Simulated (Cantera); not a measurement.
Input: 1 mol HF, 0.024 mol SO2, 0.43 mol H2O, held at 81.0 bar.

Method: chemical equilibrium by Gibbs-energy minimisation in Cantera with the NASA 1993 tables (ideal gas, pure condensed phases). Candidate condensed phases: H2O, H2SO4, S; 43 gas species. The ideal-gas law is rough above about 30 bar. Kinetics and transport are ignored.

x: gas mole fraction; nothing condenses.

```
T (°C)   x HF  x H2O   x SO2  x H2      x OH      x O2
------  -----  -----  ------  ----  --------  --------
1500    0.687  0.296  0.0165   [?]   4.48e-5   6.71e-5
1600    0.687  0.295  0.0165   [?]   9.43e-5  0.000125
1700    0.687  0.295  0.0165   [?]  0.000184  0.000216
1800    0.687  0.295  0.0165   [?]  0.000335  0.000352
1900    0.687  0.294  0.0164   [?]  0.000576  0.000546
2000    0.686  0.293  0.0164   [?]  0.000943  0.000813
2100    0.686  0.292  0.0163   [?]   0.00148   0.00117
2200    0.685  0.290  0.0162   [?]   0.00223   0.00162
2300    0.685  0.287  0.0161   [?]   0.00326   0.00220
```

Q: What belongs in the gaps?

A: 
- 1500, x H2: 0.000167
- 1600, x H2: 0.000304
- 1700, x H2: 0.000523
- 1800, x H2: 0.000857
- 1900, x H2: 0.00134
- 2000, x H2: 0.00203
- 2100, x H2: 0.00295
- 2200, x H2: 0.00416
- 2300, x H2: 0.00571
